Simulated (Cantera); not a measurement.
Input: 1 mol Ta2O5, 5.9 mol H2, held at 0.390 bar.

Equilibrium computed with Cantera from the NASA thermochemical tables; the gas is ideal and each condensed phase is pure. Candidate condensed phases: H2O, Ta, Ta2O5; 12 gas species. Mutual solubility and eutectic melting of coexisting phases are not modelled. Condensed phases not in the tables: N, O or C dissolved in the metal. Kinetics and transport are ignored. All values below are at 1602 °C.

Base state: H2 0.998, H 0.00105, H2O 0.00102 (mole fractions); condensed: Ta(s) + Ta2O5(s).

**Question.** What changes in the equilibrium state with this change: pressure from 0.390 bar to 0.00390 bar?

**Answer.** 
```json
[
 {"species": "H2", "before": "0.998", "after": "0.989"},
 {"species": "H", "before": "0.00105", "after": "0.0104"},
 {"species": "H2O", "before": "0.00102", "after": "0.00101"},
 {"species": "TaO2", "before": "2.63e-7", "after": "2.63e-5"},
 {"species": "Ta(s), mol", "before": "0.00240", "after": "0.00234"},
 {"species": "Ta2O5(s), mol", "before": "0.999", "after": "0.999"}
]
```
